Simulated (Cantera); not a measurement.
Cantera run, input and output.

```python
import numpy as np
import cantera as ct

gas = ct.Solution("gri30.yaml")


def delay(T, t_max=10):
    gas.TPX = T, 960000, {'CH4': 1, 'H2': 0.1, 'O2': 2.36, 'N2': 8.86}
    reactor = ct.IdealGasConstPressureReactor(gas, clone=False)
    net = ct.ReactorNet([reactor])
    net.rtol, net.atol = 1e-8, 1e-16
    while net.time < t_max:
        t_old, T_old = net.time, reactor.T
        net.step()
        if reactor.T > T + 400:  # ignition: a rise of 400 K
            return t_old + (T + 400 - T_old) / (reactor.T - T_old) * (net.time - t_old)
    return np.nan


taus = []
for T in [1048, 1098, 1148, 1198, 1248, 1298, 1348]:
    taus.append(delay(T))
    print(f"T0 = {T:6g} K   tau = {taus[-1]:.4e} s")
```

Result:

```
T0 =   1048 K   tau = 8.9916e-03 s
T0 =   1098 K   tau = 4.5362e-03 s
T0 =   1148 K   tau = 2.6089e-03 s
T0 =   1198 K   tau = 1.6106e-03 s
T0 =   1248 K   tau = 1.0245e-03 s
T0 =   1298 K   tau = 6.5856e-04 s
T0 =   1348 K   tau = 4.2524e-04 s
```

Cantera simulation using GRI-Mech 3.0 (53 species, 325 reactions); the numbers are that mechanism's predictions, not measurements.
